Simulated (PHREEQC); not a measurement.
A solution holds 3.2 mol/kgw NaCl, 2.6 mol/kgw MnCl2 and 6 mol/kgw LiCl, at 25 °C. Closed to the air; pH follows from the charge balance.

Equilibrium calculation in PHREEQC: Pitzer model, pitzer.dat.

- pH = 4.83
- ionic strength = 17.0 mol/kgw
- activity of water = 0.290
- density = 1.377 g/cm³
- osmotic coefficient = 2.622

| species | molality | activity | log γ |
|---|---|---|---|
| Cl- | 14.4 | 13.9 | -0.014 |
| Li+ | 6.00 | 1000 | 2.626 |
| Na+ | 3.20 | 101 | 1.498 |
| Mn+2 | 2.60 | 833 | 2.506 |
| H+ | 2.71e-8 | 1.49e-5 | 2.741 |
| OH- | 2.71e-8 | 1.97e-10 | -2.139 |

This is a speciation only: nothing precipitates in the calculation. Saturation is exceeded, for instance for Halite; the values hold only as long as no solid forms. Complexes and solids missing from the database can't appear. In brines, pH and single-ion activities rest on the MacInnes convention.
